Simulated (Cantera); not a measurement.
# Equilibrium for calcination and drying: K2CO3 + CO2 + H2

Feed: 1 mol K2CO3, 1.4 mol CO2, 2 mol H2, equilibrated at 0.100 bar.

Cantera equilibrium calculation (NASA polynomials, part measured and part estimated; ideal gas, pure solids and liquids). Candidate condensed phases: C, C6H6, C7H8, C8H18, H2O, K, KOH, KO2, K2CO3, K2O, K2O2; 116 gas species. Kinetics and transport are ignored.

```json
[
 {"T (°C)": "827", "x H2": "0.345", "x CO": "0.243", "x H2O": "0.243", "x CO2": "0.169", "x K": "0.000163", "x KOH": "0.000863", "x K2(OH)2": "1.02e-6", "x H": "4.80e-8", "n K2CO3(s)": "0.998", "n K2CO3(l)": "0"},
 {"T (°C)": "927", "x H2": "0.319", "x CO": "0.260", "x H2O": "0.257", "x CO2": "0.152", "x K": "0.00286", "x KOH": "0.00866", "x K2(OH)2": "1.76e-5", "x H": "3.53e-7", "n K2CO3(s)": "0", "n K2CO3(l)": "0.980"},
 {"T (°C)": "1027", "x H2": "0.256", "x CO": "0.265", "x H2O": "0.253", "x CO2": "0.148", "x K": "0.0267", "x KOH": "0.0511", "x K2(OH)2": "0.000138", "x H": "1.77e-6", "n K2CO3(s)": "0", "n K2CO3(l)": "0.854"},
 {"T (°C)": "1127", "x H2": "0.101", "x CO": "0.220", "x H2O": "0.193", "x CO2": "0.193", "x K": "0.119", "x KOH": "0.173", "x K2(OH)2": "0.000445", "x H": "4.89e-6", "n K2CO3(s)": "0", "n K2CO3(l)": "0.230"},
 {"T (°C)": "1227", "x H2": "0.0656", "x CO": "0.196", "x H2O": "0.184", "x CO2": "0.213", "x K": "0.158", "x KOH": "0.183", "x K2(OH)2": "0.000164", "x H": "1.43e-5", "n K2CO3(s)": "0", "n K2CO3(l)": "0"},
 {"T (°C)": "1327", "x H2": "0.0588", "x CO": "0.191", "x H2O": "0.198", "x CO2": "0.214", "x K": "0.175", "x KOH": "0.162", "x K2(OH)2": "4.94e-5", "x H": "4.17e-5", "n K2CO3(s)": "0", "n K2CO3(l)": "0"},
 {"T (°C)": "1427", "x H2": "0.0531", "x CO": "0.187", "x H2O": "0.210", "x CO2": "0.215", "x K": "0.190", "x KOH": "0.145", "x K2(OH)2": "1.68e-5", "x H": "0.000107", "n K2CO3(s)": "0", "n K2CO3(l)": "0"},
 {"T (°C)": "1527", "x H2": "0.0484", "x CO": "0.182", "x H2O": "0.219", "x CO2": "0.217", "x K": "0.203", "x KOH": "0.129", "x K2(OH)2": "6.33e-6", "x H": "0.000249", "n K2CO3(s)": "0", "n K2CO3(l)": "0"}
]
```
x: gas mole fraction; n: condensed amount in mol.

At 827 °C the condensed part is K2CO3(s). From 927 °C to 1127 °C the condensed part is K2CO3(l). From 1227 °C to 1527 °C nothing is condensed. The main K-bearing gas is KOH at 827 °C and K at 1527 °C.
